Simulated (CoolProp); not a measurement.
Vapour-liquid equilibrium of benzene (1) + octamethylcyclotetrasiloxane (D4) (2) at 320.5 K; x and y are mole fractions of (1).

Model: multi-fluid Helmholtz-energy mixture model, Thol 2012 and Thol 2015; pair parameters Bell 2016, in CoolProp.

| x | bubble pressure (MPa) | y at the bubble point | dew pressure at overall composition x (MPa) | liquid density (mol/L) |
|---|---|---|---|---|
| 0.05 | 0.002092 | 0.722 | 0.0006433 | 3.254 |
| 0.2 | 0.007347 | 0.934 | 0.0007609 | 3.722 |
| 0.35 | 0.01268 | 0.969 | 0.0009310 | 4.312 |
| 0.5 | 0.01742 | 0.982 | 0.001199 | 5.080 |
| 0.65 | 0.02174 | 0.989 | 0.001685 | 6.117 |
| 0.8 | 0.02617 | 0.995 | 0.002836 | 7.592 |
| 0.95 | 0.03104 | 0.999 | 0.009121 | 9.841 |

No azeotrope shows between x = 0.05 and 0.95.

The pair parameters rest on a limited set of measurements; away from them the model extrapolates. The gap from Raoult's law changes sign with composition, which may be real or a fault of the pair parameters; it wasn't checked against measurements.
